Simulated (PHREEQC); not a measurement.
Solution (25 °C): 0.17 mol/kgw ZnSO4, 7.2e-05 mol/kgw NaOH and 5.7e-05 mol/kgw H2SO4. Closed to the air; pH follows from the charge balance.

The numbers come from PHREEQC with the ion-association model, phreeqc.dat.

```
quantity                    before    after
--------------------------  ------  -------
pH                            4.85     4.43
ionic strength (mol/kgw)     0.331    0.445
Zn+2 (mol/kgw)              0.0827    0.140
ZnSO4 (mol/kgw)             0.0615  3.35e-5
SO4-2 (mol/kgw)             0.0568  2.35e-5
Zn(SO4)2-2 (mol/kgw)        0.0259  5.33e-9
SI of Zn(OH)2(e) (Zn(OH)2)   -3.49    -4.15
```

### Question
What was changed between the two runs?
(A) H2SO4 from 5.7e-05 to 2.85e-05 mol/kgw
(B) diluted 100-fold with water
(C) ZnSO4 replaced by ZnCl2 at the same molality
(D) 0.03 mol/kgw CO2 added

### Answer
C, ZnSO4 replaced by ZnCl2 at the same molality

Precipitation was switched off in this run.
